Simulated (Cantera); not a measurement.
SiCl4 + CH4 + H2 (silicon carbide growth)

Feed: 1 mol SiCl4, 0.14 mol CH4, 86 mol H2, held at 860 Pa.

These are equilibrium values from Cantera (NASA tables, ideal gas, pure condensed phases), not measurements of a reactor. Candidate condensed phases: C, C6H6, C7H8, C8H18, Si, SiC; 109 gas species. Mutual solubility and eutectic melting of coexisting phases are not modelled. The tables' values for SiCl, SiCl3 are old estimates; treat these amounts as uncertain. Gases not in the tables: Si2H6 and higher silanes. Rates play no part.

```json
[
 {"T (K)": "1225", "x H2": "0.959", "x H": "3.29e-6", "x HCl": "0.0367", "x Si": "4.02e-10", "x Cl": "1.08e-7", "x SiCl2": "0.00342", "x SiCl": "1.79e-8", "x C2H2 (acetylene)": "<1e-12", "n Si(s)": "0.509", "n SiC(s)": "0.140", "n Si(l)": "0"},
 {"T (K)": "1325", "x H2": "0.959", "x H": "1.73e-5", "x HCl": "0.0370", "x Si": "1.10e-8", "x Cl": "5.58e-7", "x SiCl2": "0.00390", "x SiCl": "1.51e-7", "x C2H2 (acetylene)": "9.23e-12", "n Si(s)": "0.500", "n SiC(s)": "0.140", "n Si(l)": "0"},
 {"T (K)": "1425", "x H2": "0.959", "x H": "7.20e-5", "x HCl": "0.0366", "x Si": "1.87e-7", "x Cl": "2.25e-6", "x SiCl2": "0.00422", "x SiCl": "9.28e-7", "x C2H2 (acetylene)": "9.69e-11", "n Si(s)": "0.480", "n SiC(s)": "0.140", "n Si(l)": "0"},
 {"T (K)": "1525", "x H2": "0.959", "x H": "0.000250", "x HCl": "0.0362", "x Si": "2.20e-6", "x Cl": "7.57e-6", "x SiCl2": "0.00448", "x SiCl": "4.46e-6", "x C2H2 (acetylene)": "7.46e-10", "n Si(s)": "0.461", "n SiC(s)": "0.140", "n Si(l)": "0"},
 {"T (K)": "1625", "x H2": "0.959", "x H": "0.000745", "x HCl": "0.0358", "x Si": "1.89e-5", "x Cl": "2.19e-5", "x SiCl2": "0.00469", "x SiCl": "1.75e-5", "x C2H2 (acetylene)": "4.46e-9", "n Si(s)": "0.440", "n SiC(s)": "0.140", "n Si(l)": "0"},
 {"T (K)": "1725", "x H2": "0.957", "x H": "0.00196", "x HCl": "0.0359", "x Si": "0.000118", "x Cl": "5.68e-5", "x SiCl2": "0.00463", "x SiCl": "5.52e-5", "x C2H2 (acetylene)": "2.50e-8", "n Si(s)": "0", "n SiC(s)": "0.140", "n Si(l)": "0.431"},
 {"T (K)": "1825", "x H2": "0.954", "x H": "0.00464", "x HCl": "0.0365", "x Si": "0.000529", "x Cl": "0.000135", "x SiCl2": "0.00418", "x SiCl": "0.000137", "x C2H2 (acetylene)": "1.49e-7", "n Si(s)": "0", "n SiC(s)": "0.139", "n Si(l)": "0.422"},
 {"T (K)": "1925", "x H2": "0.946", "x H": "0.0100", "x HCl": "0.0368", "x Si": "0.00202", "x Cl": "0.000294", "x SiCl2": "0.00376", "x SiCl": "0.000307", "x C2H2 (acetylene)": "7.32e-7", "n Si(s)": "0", "n SiC(s)": "0.136", "n Si(l)": "0.291"},
 {"T (K)": "2025", "x H2": "0.932", "x H": "0.0200", "x HCl": "0.0377", "x Si": "0.00549", "x Cl": "0.000601", "x SiCl2": "0.00288", "x SiCl": "0.000525", "x C2H2 (acetylene)": "4.62e-6", "n Si(s)": "0", "n SiC(s)": "0.124", "n Si(l)": "0"},
 {"T (K)": "2125", "x H2": "0.912", "x H": "0.0374", "x HCl": "0.0398", "x Si": "0.00714", "x Cl": "0.00120", "x SiCl2": "0.00128", "x SiCl": "0.000466", "x C2H2 (acetylene)": "8.75e-5", "n Si(s)": "0", "n SiC(s)": "0.0896", "n Si(l)": "0"},
 {"T (K)": "2225", "x H2": "0.882", "x H": "0.0656", "x HCl": "0.0397", "x Si": "0.00871", "x Cl": "0.00215", "x SiCl2": "0.000539", "x SiCl": "0.000383", "x C2H2 (acetylene)": "0.000441", "n Si(s)": "0", "n SiC(s)": "0", "n Si(l)": "0"},
 {"T (K)": "2325", "x H2": "0.839", "x H": "0.109", "x HCl": "0.0381", "x Si": "0.00933", "x Cl": "0.00354", "x SiCl2": "0.000205", "x SiCl": "0.000277", "x C2H2 (acetylene)": "0.000500", "n Si(s)": "0", "n SiC(s)": "0", "n Si(l)": "0"},
 {"T (K)": "2425", "x H2": "0.778", "x H": "0.170", "x HCl": "0.0351", "x Si": "0.00943", "x Cl": "0.00546", "x SiCl2": "7.55e-5", "x SiCl": "0.000190", "x C2H2 (acetylene)": "0.000514", "n Si(s)": "0", "n SiC(s)": "0", "n Si(l)": "0"},
 {"T (K)": "2525", "x H2": "0.698", "x H": "0.253", "x HCl": "0.0309", "x Si": "0.00920", "x Cl": "0.00789", "x SiCl2": "2.74e-5", "x SiCl": "0.000126", "x C2H2 (acetylene)": "0.000498", "n Si(s)": "0", "n SiC(s)": "0", "n Si(l)": "0"}
]
```
x: gas mole fraction; n: condensed amount in mol.

From 1225 K to 1625 K the condensed part is Si(s) + SiC(s). From 1725 K to 1925 K the condensed part is Si(l) + SiC(s). From 2025 K to 2125 K the condensed part is SiC(s). From 2225 K to 2525 K nothing is condensed. The main Si-bearing gas is SiCl2 at 1225 K and Si at 2525 K.
